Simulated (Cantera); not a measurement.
A freely propagating, adiabatic, planar premixed flame of 7.69 % CH4, 10.8 % H2, 16.0 % O2, 65.5 % N2, equivalence ratio 1.3, unburnt at 323 K and 97.5 Torr; mixture-averaged transport, grid criteria slope 0.08 and curve 0.16, no radiation.

Detailed kinetics in Cantera: GRI-Mech 3.0 (53 species, 325 reactions). Burning velocities carry a grid error of a few per cent, more on coarse grids.

Question: Predict: laminar burning velocity; thermal thickness; peak x(HCN); peak x(CH2).

Answer: 
```json
{
 "laminar_burning_velocity": "103 cm/s",
 "thermal_thickness": "2.00 mm",
 "peak x(HCN)": "3.78e-6",
 "peak x(CH2)": "4.45e-5"
}
```
